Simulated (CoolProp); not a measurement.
Vapour-liquid equilibrium of R114 (1) + R113 (2) at 305.2 K; x and y are mole fractions of (1).

The numbers come from the multi-fluid Helmholtz-energy mixture model, Platzer 1990 and Marx 1992; pair parameters Bell 2016 in CoolProp. This equation is an older, rougher fit; its heat capacities, sound speeds and derivatives of the liquid may be far off and weren't checked against measurements.

Give the bubble pressure and the first vapour's composition at x = 0.05, 0.15, 0.75. Is there an azeotrope?

x = 0.05: 68.83 kPa, y = 0.186; x = 0.15: 89.40 kPa, y = 0.434; x = 0.75: 214.4 kPa, y = 0.924. No azeotrope shows between x = 0.05 and 0.95.

Pair parameters are fitted to limited data, so mixtures are less certain than the pure fluids.
